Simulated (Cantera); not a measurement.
Input (Python, Cantera) and output of one run.

```python
import numpy as np
import cantera as ct

gas_names = """
    B BH BH2 BH3 BN B2 H H2 N NH NH2 NH3 N2 N2H2 N2H4
""".split()
cond_names = """
    B(b) B(L) BN(s)
""".split()


# ... load() reads the species with a 1 bar reference pressure and builds the phases ...
atoms = {
    'borazine': {'B': 3, 'N': 3, 'H': 6},
    'NH3': {'N': 1, 'H': 3},
    'H2': {'H': 2},
}
top_T = {'BN(s)': 3200}  # K; cautious upper limits of use, not melting points


# ... equilibrate(T, P, feed) seeds the gas with the atoms and calls Mixture.equilibrate('TP', solver="vcs", rtol=1e-11, max_steps=5000) ...
results = []
feed = {'borazine': 1, 'NH3': 0.55, 'H2': 3.7}  # mol
T = 2348.15  # K
P = 47000  # Pa
mix = equilibrate(T, P, feed)
results.append((T, P, feed, dict(zip(mix.species_names, mix.species_moles))))
x = sorted(zip(gas.X, gas.species_names), reverse=True)
print(f"T = {T:g} K  P = {P:g} Pa  gas = {mix.phase_moles(0):.4g} mol")
print("   x: " + "  ".join(f"{s} {v:.3e}" for v, s in x if v > 1e-06))
print("   condensed (mol): " + ("  ".join(f"{mix.phase(i).name} {mix.phase_moles(i):.4g}"
      for i in range(1, mix.n_phases) if mix.phase_moles(i) > 1e-12) or "none"))
```

Output:

```
T = 2348.15 K  P = 47000 Pa  gas = 7.877 mol
   x: H2 9.447e-01  N2 3.587e-02  H 1.752e-02  BH2 1.833e-03  BH3 3.671e-05  B 2.967e-05  BH 1.521e-05  BN 1.940e-06  NH3 1.005e-06
   condensed (mol): BN(s) 2.985
```

Method: chemical equilibrium by Gibbs-energy minimisation in Cantera with the NASA 1993 tables (ideal gas, pure condensed phases). The feed counts by its element totals alone. The tables' values for BH2 are old estimates; treat these amounts as uncertain. Gases not in the tables: B2H6 and higher boranes.
